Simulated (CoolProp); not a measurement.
Computed with CoolProp (reference Helmholtz-energy equation of state, Akasaka 2022).

Task: Give the vapour pressure (kPa), enthalpy of vaporisation (kJ/kg), vapour Z of saturated R1233zd(E) at -28.35, -1.85 °C.

Result: 
| T (°C) | p (kPa) | enthalpy of vaporisation (kJ/kg) | vapour Z |
|---|---|---|---|
| -28.35 | 11.8 | 215 | 0.992 |
| -1.85 | 44.7 | 204 | 0.977 |
